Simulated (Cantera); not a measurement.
**Stirred combustor or abatement burner**

A perfectly stirred reactor is fed with CH₄ : O₂ : N₂ : H₂O = 1 : 1.82 : 6.36 : 0.16 (molar parts), equivalence ratio 1.1, at 0.300 bar; it is adiabatic with a 800 K inlet, and is followed from long to short residence time, starting on the burning branch (τ in s: 0.05, 0.021, 0.0091, 0.0039, 0.0017, 0.00071, 0.0003, 0.00013, 5.6e-05, 2.4e-05, 1e-05).

Cantera simulation using GRI-Mech 3.0 (53 species, 325 reactions); the numbers are that mechanism's predictions, not measurements.

```json
[
 {"τ (s)": "0.050", "T (K)": "2405", "x CH₄": "5.25e-6", "x O₂": "0.00809", "x H₂O": "0.194", "x CO": "0.0393", "x CO₂": "0.0637", "x C₂H₂": "7.73e-10"},
 {"τ (s)": "0.021", "T (K)": "2374", "x CH₄": "1.10e-5", "x O₂": "0.00948", "x H₂O": "0.192", "x CO": "0.0405", "x CO₂": "0.0622", "x C₂H₂": "2.55e-9"},
 {"τ (s)": "0.0091", "T (K)": "2327", "x CH₄": "2.16e-5", "x O₂": "0.0114", "x H₂O": "0.188", "x CO": "0.0422", "x CO₂": "0.0602", "x C₂H₂": "7.08e-9"},
 {"τ (s)": "0.0039", "T (K)": "2267", "x CH₄": "4.35e-5", "x O₂": "0.0136", "x H₂O": "0.183", "x CO": "0.0441", "x CO₂": "0.0577", "x C₂H₂": "1.98e-8"},
 {"τ (s)": "0.0017", "T (K)": "2208", "x CH₄": "8.99e-5", "x O₂": "0.0158", "x H₂O": "0.178", "x CO": "0.0459", "x CO₂": "0.0554", "x C₂H₂": "6.15e-8"},
 {"τ (s)": "0.00071", "T (K)": "2152", "x CH₄": "0.000205", "x O₂": "0.0183", "x H₂O": "0.174", "x CO": "0.0480", "x CO₂": "0.0526", "x C₂H₂": "2.46e-7"},
 {"τ (s)": "0.00030", "T (K)": "2105", "x CH₄": "0.000503", "x O₂": "0.0217", "x H₂O": "0.172", "x CO": "0.0514", "x CO₂": "0.0485", "x C₂H₂": "1.22e-6"},
 {"τ (s)": "0.00013", "T (K)": "2046", "x CH₄": "0.00142", "x O₂": "0.0292", "x H₂O": "0.169", "x CO": "0.0581", "x CO₂": "0.0399", "x C₂H₂": "8.38e-6"},
 {"τ (s)": "5.6e-5", "T (K)": "800", "x CH₄": "0.107", "x O₂": "0.195", "x H₂O": "0.0171", "x CO": "<1e-12", "x CO₂": "<1e-12", "x C₂H₂": "<1e-12"},
 {"τ (s)": "2.4e-5", "T (K)": "800", "x CH₄": "0.107", "x O₂": "0.195", "x H₂O": "0.0171", "x CO": "<1e-12", "x CO₂": "<1e-12", "x C₂H₂": "<1e-12"},
 {"τ (s)": "1.0e-5", "T (K)": "800", "x CH₄": "0.107", "x O₂": "0.195", "x H₂O": "0.0171", "x CO": "<1e-12", "x CO₂": "<1e-12", "x C₂H₂": "<1e-12"}
]
```
x: mole fraction; the columns are a selection and need not sum to one.
